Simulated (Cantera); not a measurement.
# Low-pressure radical oxidation in H2/O2

An isothermal, constant-pressure homogeneous reactor starts with H2 : O2 = 0.033 : 1 (molar parts), equivalence ratio 0.017, at 1050 K and 0.00237 atm.

Detailed kinetics in Cantera: GRI-Mech 3.0 (53 species, 325 reactions). Radical loss at walls, strong at low pressure, is not modelled.

```csv
t (s),x H2,x O2,x H2O,x O,x OH,x H,x H2O2
9.00e-6,0.0319,0.968,<1e-12,<1e-12,<1e-12,1.77e-12,<1e-12
2.43e-5,0.0319,0.968,<1e-12,<1e-12,<1e-12,4.72e-12,<1e-12
6.58e-5,0.0319,0.968,<1e-12,<1e-12,<1e-12,1.23e-11,<1e-12
0.000178,0.0319,0.968,<1e-12,5.27e-12,5.01e-12,3.04e-11,<1e-12
0.000480,0.0319,0.968,6.79e-12,3.29e-11,2.88e-11,6.92e-11,<1e-12
0.00130,0.0319,0.968,9.39e-11,1.90e-10,1.39e-10,1.62e-10,<1e-12
0.00351,0.0319,0.968,1.30e-9,1.35e-9,7.92e-10,6.48e-10,<1e-12
0.00949,0.0319,0.968,5.08e-8,3.74e-8,2.03e-8,1.52e-8,<1e-12
0.0256,0.0317,0.968,0.000213,0.000151,8.08e-5,6.15e-5,1.13e-10
0.0693,0.000490,0.944,0.0280,0.0207,0.00149,0.00555,1.16e-8
0.187,0.000332,0.946,0.0290,0.0188,0.00125,0.00420,9.45e-9
0.506,0.000243,0.953,0.0301,0.0134,0.00107,0.00254,1.00e-8
1.37,0.000116,0.961,0.0314,0.00625,0.000742,0.000816,1.06e-8
3.70,3.08e-5,0.966,0.0322,0.00164,0.000382,0.000109,1.01e-8
10.0,5.35e-6,0.967,0.0324,0.000286,0.000160,7.99e-6,7.30e-9
```
x: mole fraction; the columns are a selection and need not sum to one.

Equilibrium at this temperature and pressure: H2 2.45e-10, O2 0.968, H2O 0.0325, O 1.35e-8, OH 1.10e-6, H 2.61e-12, H2O2 8.11e-12 (gas phase only).
